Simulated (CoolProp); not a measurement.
R1234yf at several states: fugacity coefficient from the reference equation and from simpler models built on Tc = 367.8 K, pc = 3.384 MPa, ω = 0.276; each cubic takes its own stable root.

Computed with CoolProp (reference Helmholtz-energy equation of state, Lemmon 2022).

```csv
T (K),p (MPa),phase,reference,van der Waals,Redlich-Kwong,Soave-Redlich-Kwong
267,1.54,liquid,0.1611,0.4727,0.2476,0.1646
317.4,6.51,liquid,0.1753,0.2956,0.2177,[?]
287.8,13.7,liquid,0.05565,[?],0.08231,0.06059
332.9,0.441,gas,[?],[?],[?],0.9389
158.2,7.08,liquid,3.958e-5,[?],0.0001651,4.066e-5
```

**Question.** Some entries are withheld; supply them.

**Answer.** 
- 317.4, Soave-Redlich-Kwong: 0.1861
- 287.8, van der Waals: 0.1590
- 332.9, reference: 0.9358
- 332.9, van der Waals: 0.9510
- 332.9, Redlich-Kwong: 0.9415
- 158.2, van der Waals: 0.008823
